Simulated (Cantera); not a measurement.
Cantera run, input and output.

```python
import numpy as np
import cantera as ct

gas = ct.Solution("gri30.yaml")
gas.TP = 300, 60000
flame = ct.CounterflowDiffusionFlame(gas, width=0.02)
flame.fuel_inlet.X, flame.fuel_inlet.T = {'CH3OH': 1, 'N2': 1.2}, 525
flame.oxidizer_inlet.X, flame.oxidizer_inlet.T = {'O2': 0.27, 'N2': 0.73}, 700
flame.set_refine_criteria(ratio=3, slope=0.12, curve=0.24, prune=0.03)
show = ['OH', 'H', 'NO', 'CO', 'C2H2']

rows = []
print(f"{'mdot':>8s}{'a_max':>10s}{'a_mean':>10s}{'Tmax/K':>9s}" + "".join(f"{s:>11s}" for s in show) + "   (peak mole fractions)")
for i, mdot in enumerate([0.15, 0.2, 0.27, 0.37, 0.5, 0.68, 0.92, 1.2, 1.7, 2.3]):  # kg/m2/s on the oxidiser side
    flame.oxidizer_inlet.mdot, flame.fuel_inlet.mdot = mdot, 1 * mdot
    flame.solve(loglevel=0, auto=(i == 0))
    if flame.T.max() < max(525, 700) + 100:
        print(f"{mdot:8.3g}  no burning solution found from the previous one")
        break
    dT = np.abs(np.gradient(flame.T, flame.grid))
    rows.append([flame.strain_rate("max"), flame.strain_rate("mean"), flame.T.max(),
                 *(flame.X[gas.species_index(s)].max() for s in show), max(dT[0], dT[-1]) / dT.max()])
    print(f"{mdot:8.3g}{rows[-1][0]:10.1f}{rows[-1][1]:10.1f}{rows[-1][2]:9.1f}" + "".join(f"{x:11.3e}" for x in rows[-1][3:-1]))
```

Output:

```
    mdot     a_max    a_mean   Tmax/K         OH          H         NO         CO       C2H2   (peak mole fractions)
    0.15     170.8      43.3   2126.4  1.316e-02  9.409e-03  1.140e-04  1.497e-01  2.583e-04
     0.2     219.7      57.7   2086.2  1.305e-02  1.013e-02  8.580e-05  1.479e-01  3.036e-04
    0.27     286.7      77.9   2045.0  1.294e-02  1.085e-02  6.624e-05  1.460e-01  3.542e-04
    0.37     380.2     106.8   2002.1  1.275e-02  1.160e-02  5.269e-05  1.441e-01  4.078e-04
     0.5     500.0     144.3   1964.0  1.256e-02  1.229e-02  4.398e-05  1.422e-01  4.567e-04
    0.68     662.3     196.3   1923.6  1.224e-02  1.295e-02  3.699e-05  1.402e-01  4.962e-04
    0.92     874.7     265.5   1883.7  1.187e-02  1.349e-02  3.132e-05  1.379e-01  5.175e-04
     1.2    1118.6     346.3   1848.4  1.143e-02  1.384e-02  2.686e-05  1.359e-01  5.167e-04
     1.7    1548.6     490.6   1802.9  1.069e-02  1.412e-02  2.154e-05  1.332e-01  4.823e-04
     2.3    2061.6     663.8   1770.4  1.019e-02  1.422e-02  1.757e-05  1.315e-01  4.300e-04
```

Computed with Cantera and GRI-Mech 3.0 (53 species, 325 reactions). GRI-Mech 3.0 was tuned for natural gas; its chemistry of methanol as a main component is partial and can be far from experiment. GRI-Mech 3.0 has no aromatics or soot, which form on the fuel side of real flames. The maximum strain rate includes the flame's own expansion and is several times the mean.
